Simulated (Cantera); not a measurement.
A closed system holds: 1 mol Si₃N₄, 0.11 mol H₂O, 170 mol H₂, at 948.15 K and 8300 Pa.

Method: chemical equilibrium by Gibbs-energy minimisation in Cantera with the NASA 1993 tables (ideal gas, pure condensed phases). Candidate condensed phases: H₂O, Si, SiO₂, Si₂N₂O, Si₃N₄; 35 gas species. Equilibrium is a limit: real reactors are often held back by kinetics, nucleation or transport.

Base state: H₂ 1.000, N₂ 0.000215 (mole fractions); condensed: Si₂N₂O(s) + Si₃N₄(s).

What changes in the equilibrium state with this change: H₂O from 0.11 to 1.4 mol?


| species | before | after |
|---|---|---|
| H₂ | 1.000 | 0.997 |
| N₂ | 0.000215 | 0.00271 |
| Si₂N₂O(s), mol | 0.110 | 1.40 |
| Si₃N₄(s), mol | 0.927 | 0.0667 |

What changes in the equilibrium state with this change: temperature from 948.15 K to 1573.15 K?


```json
[
 {"species": "H₂", "before": "1.000", "after": "0.998"},
 {"species": "N₂", "before": "0.000215", "after": "0.00225"},
 {"species": "H", "before": "1.83e-9", "after": "0.000141"},
 {"species": "SiO", "before": "<1e-9", "after": "5.67e-5"},
 {"species": "Si₂N₂O(s), mol", "before": "0.110", "after": "0.100"},
 {"species": "Si₃N₄(s), mol", "before": "0.927", "after": "0.758"},
 {"species": "Si(s), mol", "before": "0", "after": "0.515"}
]
```
Mutual solubility and eutectic melting of coexisting phases are not modelled.

What changes in the equilibrium state with this change: Si₃N₄ replaced by SiC?


```tsv
species	before	after
H₂	1.000	1.000
CH₄	0	0.000323
N₂	0.000215	0
Si₂N₂O(s), mol	0.110	0
Si₃N₄(s), mol	0.927	0
SiC(s), mol	0	0.945
SiO₂(β-quartz), mol	0	0.0550
```
Further candidate phases: C, C₆H₆, C₇H₈, C₈H₁₈, SiC.
